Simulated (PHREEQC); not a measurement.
0.037 g of hydrous ferric oxide (600 m²/g; 0.2 weak and 0.005 strong sites per Fe, Dzombak-Morel constants, diffuse double layer) in 1 kg of water with 0.05 mol/kgw of an inert sodium salt and 1.1e-06 mol/kgw Ag2SO4, at 25 °C; the pH is set by adding NaOH or the inert anion's acid. Oxygen is held at 0.21 atm. The system is closed to CO2. No solid was allowed to form.

Computed with PHREEQC (ion-association model, wateq4f.dat).

```csv
pH,S sorbed (%),Ag sorbed (%),surface charge σ (C/m²),surface potential ψ (mV)
4,96.6,0.0,0.287,159
4.5,93.3,0.0,0.233,148
5,83.8,0.2,0.177,134
5.5,60.6,0.6,0.127,117
6,27.7,2.1,0.088,99
6.5,7.3,6.6,0.057,78
7,1.3,17.0,0.034,55
7.5,0.2,34.0,0.017,31
8,0.0,53.4,0.003,6
8.5,0.0,70.0,-0.010,-20
9,0.0,82.3,-0.026,-45
9.5,0.0,90.7,-0.046,-68
10,0.0,95.8,-0.073,-90
```
